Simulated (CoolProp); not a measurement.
Values from CoolProp's reference Helmholtz-energy equation of state, Span 2000.

Question: Give the vapour pressure (bar), vapour density (kg/m³), surface tension (mN/m), liquid conductivity (mW/(m K)) of saturated nitrogen at -186.95, -168.75 °C.

Answer: 
| T (°C) | p (bar) | vapour density (kg/m³) | surface tension (mN/m) | liquid conductivity (mW/(m K)) |
|---|---|---|---|---|
| -186.95 | 2.57 | 10.9 | 6.92 | 127 |
| -168.75 | 10.4 | 43.2 | 3.25 | 91.5 |

Thermal conductivity comes from a separate model (Lemmon 2004). Surface tension comes from a separate correlation (Mulero 2012).
